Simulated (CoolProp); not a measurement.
Propane at 293.15 K and 0.149 MPa is throttled through a valve to 0.0523 MPa with no heat exchange. Each further row changes one setting.

Computed with CoolProp (reference Helmholtz-energy equation of state, Lemmon 2009).

| case | temperature change (K) | final density (kg/m³) |
|---|---|---|
| as stated | ? | ? |
| outlet pressure 0.0157 MPa | ? | 0.287 |
| outlet pressure 0.068 MPa | ? | 1.25 |

### Question
Some entries are withheld; supply them.

### Answer

- as stated, temperature change (K): -1.8
- as stated, final density (kg/m³): 0.960
- outlet pressure 0.0157 MPa, temperature change (K): -2.4
- outlet pressure 0.068 MPa, temperature change (K): -1.5
